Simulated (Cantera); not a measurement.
An adiabatic, constant-volume homogeneous reactor starts with 14.0 % CO, 5.59 % H2, 0.559 % CH4, 16.8 % O2, 63.1 % N2, equivalence ratio 0.65, at 1325 K and 1.00 atm.

Model: GRI-Mech 3.0 (53 species, 325 reactions), integrated in Cantera.

Predict: time of steepest temperature rise; temperature at 0.300 s; equilibrium temperature; x(CO) at 0.300 s; x(H2) at 0.300 s.


| Item | Result |
|---|---|
| time of steepest temperature rise | 41.4 µs |
| temperature at 0.300 s | 2723 K |
| equilibrium temperature | 2723 K |
| x(CO) at 0.300 s | 0.0364 (gas-phase equilibrium 0.0364) |
| x(H2) at 0.300 s | 0.00275 (gas-phase equilibrium 0.00275) |
